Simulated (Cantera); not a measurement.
**Transport properties of process gases**

Gas mixture: 48.3 % N₂O, 28.1 % NO, 23.6 % CO₂, at 1.00 atm, frozen composition.

Cantera's kinetic-theory transport with the Lennard-Jones parameters of GRI-Mech 3.0, ideal gas; thermal conductivity in the mixture-averaged form. The composition is frozen, though it would react at the higher temperatures.

```tsv
T (K)	ρ (kg/m³)	cp (J/kg/K)	μ (µPa s)	λ (mW/m/K)	Pr	D (cm²/s) OH	D (cm²/s) H₂O	D (cm²/s) NO
400	1.22	967.8	20.4	27.2	0.724	0.437	0.313	0.259
650	0.751	1105	30.0	45.5	0.729	1.01	0.792	0.607
900	0.543	1197	38.1	62.2	0.733	1.76	1.44	1.06
1150	0.425	1253	45.2	77.4	0.732	2.65	2.22	1.60
1400	0.349	1293	51.6	91.3	0.731	3.67	3.13	2.22
1650	0.296	1322	57.6	104	0.731	4.83	4.15	2.92
1900	0.257	1344	63.2	116	0.731	6.10	5.27	3.69
```
D: mixture-averaged diffusion coefficient of that species in the mixture.
